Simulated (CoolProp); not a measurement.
Values from CoolProp's reference Helmholtz-energy equation of state, Bücker 2006.

Task: For isobutane, give the phase and the Z, expansivity (1/kK), viscosity (µPa s), Prandtl number at 187.65 °C and 0.781 MPa.

Result: 
- 187.65 °C and 0.781 MPa: gas; Z 0.950, expansivity 2.57, viscosity 11.4, Prandtl number 0.743

Viscosity comes from a separate model (Vogel 2000). Thermal conductivity comes from a separate model (Perkins 2002).
